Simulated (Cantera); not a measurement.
Input: 1 mol AlI₃, 0.22 mol NH₃, a varied amount of H₂, at 1502 °C and 2.50 mbar.

Method: chemical equilibrium by Gibbs-energy minimisation in Cantera with the NASA 1993 tables (ideal gas, pure condensed phases). Candidate condensed phases: Al, AlI₃, AlN, I₂; 19 gas species. Equilibrium is a limit: real reactors are often held back by kinetics, nucleation or transport.

x: gas mole fraction; nothing condenses.

```json
[
 {"n(H₂) (mol)": "1.1", "x H₂": "0.308", "x I": "0.429", "x AlI": "0.221", "x N₂": "0.0243", "x HI": "0.0137"},
 {"n(H₂) (mol)": "1.9", "x H₂": "(withheld)", "x I": "(withheld)", "x AlI": "(withheld)", "x N₂": "(withheld)", "x HI": "0.0134"},
 {"n(H₂) (mol)": "3.3", "x H₂": "(withheld)", "x I": "(withheld)", "x AlI": "(withheld)", "x N₂": "(withheld)", "x HI": "(withheld)"},
 {"n(H₂) (mol)": "5.6", "x H₂": "0.650", "x I": "0.212", "x AlI": "0.110", "x N₂": "0.0122", "x HI": "0.00988"},
 {"n(H₂) (mol)": "9.6", "x H₂": "0.756", "x I": "0.147", "x AlI": "0.0761", "x N₂": "0.00844", "x HI": "0.00736"},
 {"n(H₂) (mol)": "17", "x H₂": "0.842", "x I": "0.0935", "x AlI": "0.0483", "x N₂": "0.00538", "x HI": "0.00495"},
 {"n(H₂) (mol)": "28", "x H₂": "0.895", "x I": "0.0608", "x AlI": "0.0311", "x N₂": "0.00349", "x HI": "0.00332"},
 {"n(H₂) (mol)": "49", "x H₂": "0.935", "x I": "0.0366", "x AlI": "0.0184", "x N₂": "0.00209", "x HI": "0.00204"}
]
```

**Question.** Some entries are withheld; supply them.

**Answer.** 
- 3.3, x H₂: 0.532
- 3.3, x I: 0.286
- 3.3, x AlI: 0.148
- 3.3, x N₂: 0.0164
- 3.3, x HI: 0.0120
- 1.9, x H₂: 0.411
- 1.9, x I: 0.363
- 1.9, x AlI: 0.187
- 1.9, x N₂: 0.0207
